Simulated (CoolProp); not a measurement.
Vapour-liquid equilibrium of CH2F2 (R32) (1) + fluoroethane (R161) (2) at 0.00243 MPa; x and y are mole fractions of (1).

Model: multi-fluid Helmholtz-energy mixture model, Tillner-Roth 1997 and Wu 2012; pair parameters Bell 2016, in CoolProp.

| x | bubble temperature, mixture model (K) | bubble temperature, Raoult's law (K) | y, mixture model | y, Raoult's law |
|---|---|---|---|---|
| 0.05 | 176.1 | 176.6 | 0.149 | 0.107 |
| 0.125 | 174.6 | 175.7 | 0.308 | 0.245 |
| 0.2 | 173.5 | 174.8 | 0.421 | 0.363 |
| 0.275 | 172.7 | 174.0 | 0.508 | 0.465 |
| 0.35 | ___ | 173.2 | 0.579 | 0.553 |
| 0.425 | 171.3 | 172.5 | 0.640 | 0.630 |
| 0.5 | 170.8 | 171.9 | 0.694 | 0.698 |
| 0.575 | ___ | 171.2 | 0.743 | 0.758 |
| 0.65 | 169.9 | 170.7 | 0.790 | 0.812 |
| 0.725 | ___ | 170.1 | 0.835 | 0.860 |
| 0.8 | 169.2 | 169.6 | 0.879 | 0.903 |
| 0.875 | 168.8 | 169.1 | 0.924 | 0.942 |
| 0.95 | 168.5 | 168.6 | 0.969 | 0.978 |

Task: Some entries are withheld; supply them.

Result: 
- 0.35, bubble temperature, mixture model (K): 172.0
- 0.575, bubble temperature, mixture model (K): 170.3
- 0.725, bubble temperature, mixture model (K): 169.5

The largest gap from Raoult's law is -1.3 K in bubble temperature, at x = 0.275. No azeotrope shows between x = 0.05 and 0.95.

The pair parameters rest on a limited set of measurements; away from them the model extrapolates.
